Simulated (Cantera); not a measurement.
A perfectly stirred reactor is fed with 4.83 % H₂, 7.32 % O₂, 87.8 % N₂, equivalence ratio 0.33, at 22000 Pa; it is held at 950 K, and followed from long to short residence time.

Computed with Cantera and the H2/O2 subset of GRI-Mech 3.0, which has no nitrogen chemistry. The temperature is held fixed by assumption; the heat of reaction is taken as removed at once.

x: mole fraction; the columns are a selection and need not sum to one.

| τ (s) | x H₂ | x O₂ | x H | x H₂O | x H₂O₂ | x O | x OH |
|---|---|---|---|---|---|---|---|
| 0.51 | 0.000962 | 0.0507 | 1.51e-5 | 0.0485 | 5.51e-7 | 3.52e-5 | 3.09e-5 |
| 0.31 | 0.00124 | 0.0508 | 2.47e-5 | 0.0482 | 5.55e-7 | 4.76e-5 | 3.93e-5 |
| 0.19 | 0.00158 | 0.0510 | 3.99e-5 | 0.0478 | 5.58e-7 | 6.35e-5 | 4.97e-5 |
| 0.11 | 0.00207 | 0.0512 | 6.80e-5 | 0.0473 | 5.62e-7 | 8.70e-5 | 6.48e-5 |
| 0.068 | … | 0.0514 | … | 0.0467 | 5.69e-7 | … | … |
| 0.041 | 0.00337 | 0.0518 | 0.000175 | 0.0459 | 5.80e-7 | 0.000151 | 0.000104 |
| 0.025 | 0.00429 | 0.0522 | 0.000279 | 0.0449 | 5.92e-7 | 0.000196 | 0.000131 |
| 0.015 | 0.00551 | 0.0528 | 0.000447 | 0.0435 | 6.05e-7 | 0.000257 | 0.000165 |
| 0.0091 | … | 0.0535 | … | 0.0418 | 6.14e-7 | … | … |

Question: Some entries are withheld; supply them.

Answer: 
- 0.068, x H₂: 0.00263
- 0.068, x H: 0.000108
- 0.068, x O: 0.000114
- 0.068, x OH: 8.17e-5
- 0.0091, x H₂: 0.00704
- 0.0091, x H: 0.000698
- 0.0091, x O: 0.000331
- 0.0091, x OH: 0.000204
